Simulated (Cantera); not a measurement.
A closed system holds: 1 mol SiH4, 33 mol N2, held at 1650 K and 110 Pa.

Method: chemical equilibrium by Gibbs-energy minimisation in Cantera with the NASA 1993 tables (ideal gas, pure condensed phases). Candidate condensed phases: Si, Si3N4; 18 gas species. Equilibrium is a limit: real reactors are often held back by kinetics, nucleation or transport.

Base state: N2 0.941, H2 0.0579, H 0.000659, Si 0.000186 (mole fractions); condensed: Si3N4(s).

Problem. What changes in the equilibrium state with this change: SiH4 replaced by Si2Cl6?

Solution. 
| species | before | after |
|---|---|---|
| N2 | 0.941 | 0.921 |
| SiCl2 | 0 | 0.0333 |
| Cl | 0 | 0.0232 |
| H2 | 0.0579 | 0 |
| SiCl3 | 0 | 0.0124 |
| SiCl4 | 0 | 0.0101 |
| H | 0.000659 | 0 |
| Cl2 | 0 | 2.75e-5 |
| Si | 0.000186 | 1.96e-8 |
| Si3N4(s), mol | 0.331 | 0 |
The feed counts by its element totals alone. The tables' values for SiCl3 are old estimates; treat these amounts as uncertain.
